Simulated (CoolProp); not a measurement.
The numbers come from the reference Helmholtz-energy equation of state, Span 2000 in CoolProp.

Problem. For nitrogen, give the phase and the speed of sound (m/s), viscosity (µPa s), Prandtl number at 889.7 K and 0.0828 MPa.

Solution. 
- 889.7 K and 0.0828 MPa: gas; speed of sound 597, viscosity 38.5, Prandtl number 0.733

Viscosity comes from a separate model (Lemmon 2004). Thermal conductivity comes from a separate model (Lemmon 2004).
